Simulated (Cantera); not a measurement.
**Equilibrium for abatement and gas-phase synthesis: N₂O + H₂**

Feed: 1 mol N₂O, 1.2 mol H₂, equilibrated at 2802 °C and 22.5 Torr.

Equilibrium computed with Cantera from the NASA thermochemical tables; the gas is ideal and each condensed phase is pure. Candidate condensed phases: H₂O; 24 gas species. Rates play no part.

```json
{
  "x(H)": "0.354",
  "x(N₂)": "0.284",
  "x(O)": "0.129",
  "x(H₂)": "0.0963",
  "x(OH)": "0.0578",
  "x(H₂O)": "0.0447",
  "x(O₂)": "0.0236",
  "x(NO)": "0.0105",
  "x(N)": "6.87e-5",
  "gas_amount": "3.459 mol"
}
```
